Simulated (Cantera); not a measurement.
An adiabatic, constant-pressure homogeneous reactor starts with CO : H₂ : CH₄ : O₂ : N₂ = 1 : 0.14 : 0.06 : 1.08 : 4.05 (molar parts), equivalence ratio 0.64, at 1650 K and 33000 Pa. Integrator tolerance rtol = 1e-08.

Detailed kinetics in Cantera: GRI-Mech 3.0 (53 species, 325 reactions).

Problem. What does this change do: initial temperature 1650 to 1398 K?

Solution. 
```csv
quantity,before,after
time of steepest temperature rise,72.4 µs,0.157 ms
temperature at 3.00 s,2612 K,2526 K
equilibrium temperature,2612 K,2526 K
x(CO) at 3.00 s,0.0516 (gas-phase equilibrium 0.0516),0.0383 (gas-phase equilibrium 0.0383)
x(H₂) at 3.00 s,0.00213 (gas-phase equilibrium 0.00213),0.00159 (gas-phase equilibrium 0.00159)
x(CH₄) at 3.00 s,<1e-12 (gas-phase equilibrium <1e-12),<1e-12 (gas-phase equilibrium <1e-12)
x(C₂H₆) at 3.00 s,<1e-12 (gas-phase equilibrium <1e-12),<1e-12 (gas-phase equilibrium <1e-12)
x(C₂H) at 3.00 s,<1e-12 (gas-phase equilibrium <1e-12),<1e-12 (gas-phase equilibrium <1e-12)
x(CH₂O) at 3.00 s,1.46e-11 (gas-phase equilibrium 1.46e-11),8.06e-12 (gas-phase equilibrium 8.06e-12)
```
